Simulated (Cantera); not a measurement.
A perfectly stirred reactor is fed with CH₄ : H₂ : O₂ = 0.04 : 1 : 0.0016 (molar parts), equivalence ratio 360, at 0.0132 atm; it is held at 2298 K, and followed from long to short residence time.

Model: GRI-Mech 3.0 (53 species, 325 reactions), integrated in Cantera. GRI-Mech 3.0 stops at C3 and has no aromatics, soot or wall deposition, so with more carbon than oxygen in the feed, carbon stays in small species such as C2H2 where larger ones or solid carbon would form. Radical loss at walls, strong at low pressure, is not modelled.

Task: What does this change do: 0.043 parts H2O added?

Result: 
```json
[
 {"quantity": "x(CH₄) at τ = 12.0 s", "before": "2.43e-5", "after": "1.24e-5"},
 {"quantity": "x(H₂) at τ = 12.0 s", "before": "0.906", "after": "0.893"},
 {"quantity": "x(O₂) at τ = 12.0 s", "before": "6.38e-9", "after": "1.44e-8"},
 {"quantity": "x(CH₂CO) at τ = 12.0 s", "before": "6.84e-10", "after": "1.46e-9"},
 {"quantity": "x(CO₂) at τ = 12.0 s", "before": "1.97e-9", "after": "3.39e-5"},
 {"quantity": "x(CH₄) at τ = 99.0 ms", "before": "0.00190", "after": "0.00207"},
 {"quantity": "x(H₂) at τ = 99.0 ms", "before": "0.952", "after": "0.926"},
 {"quantity": "x(O₂) at τ = 99.0 ms", "before": "2.27e-6", "after": "2.41e-6"},
 {"quantity": "x(CH₂CO) at τ = 99.0 ms", "before": "1.97e-7", "after": "1.73e-6"},
 {"quantity": "x(CO₂) at τ = 99.0 ms", "before": "4.12e-7", "after": "7.24e-5"}
]
```
